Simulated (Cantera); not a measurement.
An adiabatic, constant-pressure homogeneous reactor starts with H₂ : O₂ : N₂ = 1 : 0.227 : 0.855 (molar parts), at 1625 K and 1.70 bar. Integrator tolerance rtol = 1e-08.

Detailed kinetics in Cantera: GRI-Mech 3.0 (53 species, 325 reactions).

Problem. What does this change do: constant volume in place of constant pressure?

Solution. 
| quantity | before | after |
|---|---|---|
| time of steepest temperature rise | 5.91 µs | 5.83 µs |
| temperature at 2.00 s | 2842 K | 2996 K |
| equilibrium temperature | 2842 K | 2996 K |
| x(H₂) at 2.00 s | 0.275 (gas-phase equilibrium 0.275) | 0.271 (gas-phase equilibrium 0.271) |
| x(O₂) at 2.00 s | 0.000266 (gas-phase equilibrium 0.000266) | 0.000451 (gas-phase equilibrium 0.000451) |
| x(NO) at 2.00 s | 0.00105 (gas-phase equilibrium 0.00105) | 0.00166 (gas-phase equilibrium 0.00166) |
| x(O) at 2.00 s | 0.000804 (gas-phase equilibrium 0.000804) | 0.00141 (gas-phase equilibrium 0.00141) |
| x(H₂O) at 2.00 s | 0.227 (gas-phase equilibrium 0.227) | 0.220 (gas-phase equilibrium 0.220) |
| x(OH) at 2.00 s | 0.00923 (gas-phase equilibrium 0.00923) | 0.0129 (gas-phase equilibrium 0.0129) |

Problem. What does this change do: pressure from 1.70 bar to 20.0 bar?

Solution. 
| quantity | before | after |
|---|---|---|
| time of steepest temperature rise | 5.91 µs | 0.576 µs |
| temperature at 2.00 s | 2842 K | 2996 K |
| equilibrium temperature | 2842 K | 2996 K |
| x(H₂) at 2.00 s | 0.275 (gas-phase equilibrium 0.275) | 0.285 (gas-phase equilibrium 0.285) |
| x(O₂) at 2.00 s | 0.000266 (gas-phase equilibrium 0.000266) | 6.79e-5 (gas-phase equilibrium 6.79e-5) |
| x(NO) at 2.00 s | 0.00105 (gas-phase equilibrium 0.00105) | 0.000652 (gas-phase equilibrium 0.000652) |
| x(O) at 2.00 s | 0.000804 (gas-phase equilibrium 0.000804) | 0.000207 (gas-phase equilibrium 0.000207) |
| x(H₂O) at 2.00 s | 0.227 (gas-phase equilibrium 0.227) | 0.236 (gas-phase equilibrium 0.236) |
| x(OH) at 2.00 s | 0.00923 (gas-phase equilibrium 0.00923) | 0.00513 (gas-phase equilibrium 0.00513) |
The hydrogen kinetics of GRI-Mech 3.0 are dated; newer H2 mechanisms differ, most at raised pressure. The pressure lies above the range GRI-Mech 3.0 was tuned for (to about 10 atm).
